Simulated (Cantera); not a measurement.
A jet of CH4 : O2 : N2 = 0.013 : 0.077 : 0.79 (molar parts) at 300 K and 0.128 atm hits a platinum plate 6.3 cm away at a mass flux of 0.04 kg/m²/s; the plate temperature is set and raised in steps from an oxygen-covered start.

Computed with Cantera and Deutschmann's 1995 Pt surface mechanism with GRI-Mech 3.0 gas chemistry. Catalytic surfaces can have several steady states; this one follows from the mechanism file's or the stated starting coverage.

x: mole fraction at the wall; θ: surface coverage.

| plate T (K) | wall x CH4 | wall x O2 | wall x H2O | wall x OH | wall x CO | wall x CO2 | θ free Pt | θ O* | θ OH* |
|---|---|---|---|---|---|---|---|---|---|
| 950 | ___ | 0.0668 | 0.0182 | 6.34e-8 | 2.66e-6 | 0.0119 | 0.271 | 0.728 | 0.00117 |
| 1000 | ___ | 0.0637 | 0.0209 | 1.67e-7 | 2.52e-6 | 0.0137 | 0.340 | 0.658 | 0.00111 |
| 1050 | ___ | 0.0617 | 0.0226 | 3.94e-7 | 2.44e-6 | 0.0148 | 0.410 | 0.589 | 0.00102 |
| 1100 | ___ | 0.0604 | 0.0237 | 8.47e-7 | 2.44e-6 | 0.0155 | 0.477 | 0.522 | 0.000907 |
| 1150 | ___ | 0.0596 | 0.0243 | 1.68e-6 | 2.52e-6 | 0.0160 | 0.541 | 0.458 | 0.000797 |
| 1200 | ___ | 0.0592 | 0.0247 | 3.13e-6 | 2.74e-6 | 0.0162 | 0.602 | 0.398 | 0.000694 |
| 1250 | ___ | 0.0588 | 0.0251 | 5.54e-6 | 3.68e-6 | 0.0162 | 0.657 | 0.342 | 0.000601 |
| 1300 | ___ | 0.0583 | 0.0256 | 9.30e-6 | 4.79e-6 | 0.0165 | 0.708 | 0.291 | 0.000521 |

Task: What belongs in the gaps?

Result: 
- 950, wall x CH4: 0.00501
- 1000, wall x CH4: 0.00351
- 1050, wall x CH4: 0.00256
- 1100, wall x CH4: 0.00194
- 1150, wall x CH4: 0.00153
- 1200, wall x CH4: 0.00124
- 1250, wall x CH4: 0.000955
- 1300, wall x CH4: 0.000711
